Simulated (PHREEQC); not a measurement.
Synthetic water in mg/kgw, 25 °C, pH 5.76, pe 9.4:

```json
[
 {"constituent": "Na", "mg/kgw": "1.16"},
 {"constituent": "K", "mg/kgw": "3.42"},
 {"constituent": "Ca", "mg/kgw": "1.36"},
 {"constituent": "Mg", "mg/kgw": "1.83"},
 {"constituent": "Cl", "mg/kgw": "3.74"},
 {"constituent": "S(6) as SO4", "mg/kgw": "7.68"},
 {"constituent": "Alkalinity as HCO3", "mg/kgw": "6.17"},
 {"constituent": "Cd", "mg/kgw": "0.00524"},
 {"constituent": "Zn", "mg/kgw": "0.0138"}
]
```

Valence states are taken as typed.

The numbers come from PHREEQC with the ion-association model, phreeqc.dat.

```
quantity                     before     after
-------------------------  --------  --------
CO2 (mol/kgw)              0.000391  0.000194
HCO3- (mol/kgw)            0.000103  0.000102
MgSO4 (mol/kgw)             1.10e-6   1.10e-6
CaSO4 (mol/kgw)             3.78e-7   3.78e-7
MgHCO3+ (mol/kgw)           8.02e-8   7.95e-8
KSO4- (mol/kgw)             4.33e-8   4.33e-8
SI of Otavite (CdCO3)         -3.86     -3.56
SI of Gypsum (CaSO4:2H2O)     -4.09     -4.09
```

Question: What was changed between the two runs?
A) pH from 5.76 to 6.06 at the same alkalinity
B) Cd from 0.00524 to 0.00262 mg/kgw
C) temperature from 25 to 85 °C at the same typed pH
D) Ca from 1.36 to 0.68 mg/kgw
E) all concentrations times 2 at the same typed pH

Answer: A, pH from 5.76 to 6.06 at the same alkalinity

Precipitation was switched off in this run.
